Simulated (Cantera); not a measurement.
A closed system holds: 1 mol PbO, 22 mol H₂, at 0.000110 bar.

Equilibrium computed with Cantera from the NASA thermochemical tables; the gas is ideal and each condensed phase is pure. Candidate condensed phases: H₂O, Pb, PbO, PbO₂, Pb₃O₄; 12 gas species. The numbers say what is thermodynamically allowed, not how fast it happens.

Task: At 750 K, list the 3 most abundant gas species with their mole fractions, and the condensed phases.

Result: H₂ 0.954, H₂O 0.0455, Pb 8.62e-5. Condensed: Pb(l).
